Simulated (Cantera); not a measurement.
Cantera run, input and output.

```python
import numpy as np
import cantera as ct

gas = ct.Solution("gri30.yaml")
gas.TPX = 1000, 2666, {'H2': 0.2, 'O2': 1}
reactor = ct.IdealGasConstPressureReactor(gas, energy="off", clone=False)
net = ct.ReactorNet([reactor])
net.rtol, net.atol = 1e-08, 1e-18
show = ['H2', 'O2', 'H2O2', 'OH', 'H2O', 'H']
times = np.geomspace(1e-06, 200, 10)

steps = ct.SolutionArray(gas, extra=["t"])
rows = []
print(f"{'t/s':>10s}{'T/K':>9s}{'P/Pa':>11s}" + "".join(f"{s:>11s}" for s in show))
for t in times:
    while net.time < t:
        t_next = net.step()
        steps.append(gas.state, t=t_next)
    rows.append([np.interp(t, steps.t, y) for y in (steps.T, steps.P, *steps(*show).X.T)])
    print(f"{t:10.3e}{rows[-1][0]:9.1f}{rows[-1][1]:11.4g}" + "".join(f"{x:11.3e}" for x in rows[-1][2:]))
rate = np.gradient(steps.T, steps.t)
print("integrator steps:", len(steps.t))
if steps.T.max() > steps.T[0] + 200:
    print(f"time of steepest temperature rise: {steps.t[rate.argmax()]:.4e} s")
gas.TPX = 1000, 2666, {'H2': 0.2, 'O2': 1}
gas.equilibrate("TP")
print(f"equilibrium (TP): T = {gas.T:.1f} K  " + "  ".join(f"{s} {gas[s].X[0]:.3e}" for s in show))
```

It prints:

```
       t/s      T/K       P/Pa         H2         O2       H2O2         OH        H2O          H
 1.000e-06   1000.0       2666  1.667e-01  8.333e-01  4.678e-18  1.736e-14  4.339e-16  2.677e-12
 8.363e-06   1000.0       2666  1.667e-01  8.333e-01  3.225e-16  1.018e-12  2.075e-13  2.156e-11
 6.993e-05   1000.0       2666  1.667e-01  8.333e-01  2.269e-14  3.400e-11  6.441e-11  1.867e-10
 5.848e-04   1000.0       2666  1.667e-01  8.333e-01  2.321e-12  1.595e-08  1.047e-07  6.490e-08
 4.890e-03   1000.0       2666  3.294e-03  8.073e-01  9.956e-07  2.404e-03  1.722e-01  6.136e-03
 4.090e-02   1000.0       2666  3.426e-05  8.181e-01  3.245e-07  1.459e-04  1.817e-01  2.831e-06
 3.420e-01   1000.0       2666  4.658e-07  8.182e-01  5.064e-08  2.626e-05  1.818e-01  1.510e-08
 2.860e+00   1000.0       2666  1.955e-08  8.182e-01  7.507e-09  7.052e-06  1.818e-01  2.933e-10
 2.392e+01   1000.0       2666  1.776e-09  8.182e-01  1.049e-09  2.235e-06  1.818e-01  9.399e-12
 2.000e+02   1000.0       2666  2.151e-10  8.182e-01  1.492e-10  7.827e-07  1.818e-01  4.133e-13
integrator steps: 1937
equilibrium (TP): T = 1000.0 K  H2 1.083e-10  O2 8.182e-01  H2O2 7.562e-11  OH 5.407e-07  H2O 1.818e-01  H 1.456e-13
```

Model: GRI-Mech 3.0 (53 species, 325 reactions), integrated in Cantera. Radical loss at walls, strong at low pressure, is not modelled. The temperature is held fixed by assumption; the heat of reaction is taken as removed at once.
